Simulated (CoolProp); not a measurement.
A closed Brayton cycle with dry air: compressor inlet 314.15 K and 4.1 MPa, high pressure 13.6 MPa, turbine inlet 680 K, compressor efficiency 0.8, turbine efficiency 0.9, recuperator effectiveness 0.95 (on enthalpy, no pinch check). Each further row changes one setting.

The numbers come from the reference Helmholtz-energy equation of state, Lemmon 2000 in CoolProp. It is a pseudo-pure fit of the blend.

```
case                           thermal efficiency (%)  net work (kJ/kg)  compressor to turbine work  compressor exit (K)  turbine exit (K)
-----------------------------  ----------------------  ----------------  --------------------------  -------------------  ----------------
as stated                                        10.6              20.2                        0.89                475.1             507.7
turbine inlet 630 K                               3.7              6.27                        0.96                475.1             468.7
compressor inlet 324.15 K                         7.8              14.7                        0.92                489.9             507.7
high pressure 11.6 MPa                           14.3              24.5                        0.85                450.5             527.8
recuperator effectiveness 0.5                     9.8              20.2                        0.89                475.1             507.7
```
